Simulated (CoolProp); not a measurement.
n-perfluorobutane along the isotherm 272.4 K: fugacity coefficient from the reference equation and from simpler models built on Tc = 386.3 K, pc = 23.22 bar, ω = 0.372; each cubic takes its own stable root.

Values from CoolProp's reference Helmholtz-energy equation of state, Gao 2022.

```json
[
 {"p (bar)": "12.5", "phase": "liquid", "reference": "0.08765"},
 {"p (bar)": "25", "phase": "liquid", "reference": "0.04757"},
 {"p (bar)": "37.5", "phase": "liquid", "reference": "0.03442"},
 {"p (bar)": "50", "phase": "liquid", "reference": "0.02800"},
 {"p (bar)": "62.5", "phase": "liquid", "reference": "0.02429"},
 {"p (bar)": "75", "phase": "liquid", "reference": "0.02195"},
 {"p (bar)": "87.5", "phase": "liquid", "reference": "0.02039"},
 {"p (bar)": "100", "phase": "liquid", "reference": "0.01933"}
]
```

Task: How far does each simpler model (van der Waals, Redlich-Kwong, Soave-Redlich-Kwong, Peng-Robinson) lie from the reference over these 8 states: mean and median of the absolute difference, and the worst?

Result: 
- van der Waals: mean 385.5 %, median 384.6 %, worst +461.8 % at 272.4 K and 100 bar
- Redlich-Kwong: mean 100.5 %, median 100.7 %, worst +105.4 % at 272.4 K and 100 bar
- Soave-Redlich-Kwong: mean 1.7 %, median 1.8 %, worst +3.0 % at 272.4 K and 100 bar
- Peng-Robinson: mean 2.9 %, median 2.9 %, worst -4.9 % at 272.4 K and 100 bar
